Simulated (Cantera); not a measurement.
A perfectly stirred reactor is fed with NO : N₂ = 1 : 4.3 (molar parts), at 13300 Pa; it is held at 1900 K, and followed from long to short residence time.

Model: GRI-Mech 3.0 (53 species, 325 reactions), integrated in Cantera.

Question: What does this change do: pressure from 13300 Pa to 2900 Pa?

Answer: 
| quantity | before | after |
|---|---|---|
| x(NO) at τ = 4.50 s | 0.154 | 0.177 |
| x(N₂) at τ = 4.50 s | 0.828 | 0.817 |
| x(NO₂) at τ = 4.50 s | 3.42e-5 | 1.10e-5 |
| x(O₂) at τ = 4.50 s | 0.0171 | 0.00560 |
| x(N₂O) at τ = 4.50 s | 9.70e-6 | 1.22e-5 |
| x(NO) at τ = 19.0 ms | 0.189 | 0.189 |
| x(N₂) at τ = 19.0 ms | 0.811 | 0.811 |
| x(NO₂) at τ = 19.0 ms | 1.02e-5 | 8.47e-7 |
| x(O₂) at τ = 19.0 ms | 3.53e-5 | 1.48e-6 |
| x(N₂O) at τ = 19.0 ms | 1.17e-5 | 6.30e-6 |
Radical loss at walls, strong at low pressure, is not modelled.

Question: What does this change do: pressure from 13300 Pa to 100000 Pa?

Answer: 
| quantity | before | after |
|---|---|---|
| x(NO) at τ = 4.50 s | 0.154 | 0.0960 |
| x(N₂) at τ = 4.50 s | 0.828 | 0.858 |
| x(NO₂) at τ = 4.50 s | 3.42e-5 | 9.36e-5 |
| x(O₂) at τ = 4.50 s | 0.0171 | 0.0462 |
| x(N₂O) at τ = 4.50 s | 9.70e-6 | 4.18e-6 |
| x(NO) at τ = 19.0 ms | 0.189 | 0.188 |
| x(N₂) at τ = 19.0 ms | 0.811 | 0.812 |
| x(NO₂) at τ = 19.0 ms | 1.02e-5 | 4.40e-5 |
| x(O₂) at τ = 19.0 ms | 3.53e-5 | 0.000377 |
| x(N₂O) at τ = 19.0 ms | 1.17e-5 | 1.53e-5 |
